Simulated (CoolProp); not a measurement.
Vapour pressure (MPa) of C3F8 (R218): the reference equation beside estimates from Tc = 345.0 K, pc = 2.640 MPa, ω = 0.317. Clausius-Clapeyron is anchored at 198 K with a constant enthalpy of vaporisation of 22.19 kJ/mol.

Model: reference Helmholtz-energy equation of state, Lemmon 2006, in CoolProp. It is a short technical equation, of lower accuracy than the large ones.

```
T (K)  reference  Clausius-Clapeyron  van der Waals  Redlich-Kwong  Soave-Redlich-Kwong  Peng-Robinson
-----  ---------  ------------------  -------------  -------------  -------------------  -------------
161.1  0.0004541           0.0005417        0.04548       0.002191            0.0004513      0.0005066
170.4   0.001213            0.001338        0.06747       0.005019             0.001201       0.001314
179.6   0.002849            0.002984        0.09590        0.01025             0.002816       0.003017
188.8   0.006063            0.006156         0.1319        0.01917             0.005992       0.006309
198      0.01187             0.01187         0.1765        0.03334              0.01174        0.01219
207.2    0.02166             0.02160         0.2306        0.05458              0.02145        0.02200
216.5    0.03738             0.03756         0.2956        0.08525              0.03710        0.03769
225.7    0.06088             0.06208         0.3712         0.1268              0.06057        0.06104
234.9    0.09480             0.09864         0.4587         0.1818              0.09455        0.09467
244.1     0.1420              0.1514         0.5587         0.2524               0.1420         0.1414
253.3     0.2055              0.2252         0.6719         0.3408               0.2061         0.2045
262.5     0.2887              0.3257         0.7991         0.4493               0.2904         0.2874
271.8     0.3966              0.4612         0.9422         0.5814               0.4002         0.3953
281       0.5307              0.6361          1.099         0.7364               0.5370         0.5299
```

Absolute difference from the reference over all 14 rows, mean and median: Clausius-Clapeyron 7.7 and 5.7 %, van der Waals 1828.4 and 600.3 %, Redlich-Kwong 151.3 and 118.2 %, Soave-Redlich-Kwong 0.7 and 0.8 %, Peng-Robinson 2.7 and 0.7 %.
